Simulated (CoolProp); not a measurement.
Properties of water along the isobar 927 bar.

The numbers come from the reference Helmholtz-energy equation of state, Wagner 2002 in CoolProp.

| T (K) | phase | density (kg/m³) | cp (kJ/(kg K)) | speed of sound (m/s) |
|---|---|---|---|---|
| 473.6 | liquid | 919.7 | [?] | [?] |
| 507.8 | liquid | 887.6 | 4.236 | 1519 |
| 542.1 | liquid | [?] | [?] | [?] |
| 576.4 | liquid | 813.5 | 4.451 | 1341 |
| 610.6 | liquid | [?] | 4.605 | [?] |
| 644.9 | liquid | 724.1 | 4.804 | 1140 |
| 679.1 | supercritical | [?] | 5.055 | 1040 |
| 713.4 | supercritical | 615.1 | 5.357 | 943.9 |
| 747.7 | supercritical | 553.2 | 5.660 | 860.1 |
| 781.9 | supercritical | 489.6 | 5.831 | 797.1 |

Fill in the missing entries.


- 473.6, cp (kJ/(kg K)): 4.164
- 473.6, speed of sound (m/s): 1593
- 542.1, density (kg/m³): 852.3
- 542.1, cp (kJ/(kg K)): 4.330
- 542.1, speed of sound (m/s): 1434
- 610.6, density (kg/m³): 771.1
- 610.6, speed of sound (m/s): 1242
- 679.1, density (kg/m³): 672.4
